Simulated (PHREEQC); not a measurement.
0.041 g of hydrous ferric oxide (600 m²/g; 0.2 weak and 0.005 strong sites per Fe, Dzombak-Morel constants, diffuse double layer) in 1 kg of water with 0.1 mol/kgw of an inert sodium salt and 5.4e-06 mol CuSO4 and 2.5e-07 mol MgCl2, at 25 °C; the pH is set by adding NaOH or the inert anion's acid. Oxygen alone is held at its pressure in air (log pO2 = -0.68). The system is closed to CO2. No solid was allowed to form.

Base run: PHREEQC, ion-association model, wateq4f.dat. Each further column changes one thing. The table gives Cu sorbed (%).

| pH | base | no electrostatic term (-no_edl) | background salt from 0.1 to 0.01 mol/kgw | oxide from 0.041 to 0.21 g/kgw | 9e-05 mol/kgw PbCl2 added |
|---|---|---|---|---|---|
| 3 | 0.0 | 0.0 | 0.0 | 0.0 | 0.0 |
| 4 | 0.4 | 0.4 | 0.5 | 1.9 | 0.1 |
| 4.5 | 3.1 | 4.0 | 3.4 | 13.9 | 0.6 |
| 5 | 16.8 | 22.7 | 17.6 | 53.0 | 4.2 |
| 6 | 80.7 | 92.0 | 81.6 | 98.1 | 50.1 |
| 7 | 99.0 | 99.8 | 98.9 | 99.9 | 66.0 |
| 7.5 | 99.4 | 99.8 | 99.2 | 100.0 | 38.0 |
| 8 | 99.3 | 99.5 | 99.2 | 100.0 | 10.4 |
| 9 | 98.9 | 93.0 | 99.1 | 99.9 | 0.7 |

The database's constant for dissolved Cu(OH)2 is higher than later reviews accept. The oxide is taken as insoluble; below pH 4 it would dissolve. In at least one series the solution becomes supersaturated in solids that the run did not let form, among them Pb(OH)2, Larnakite.
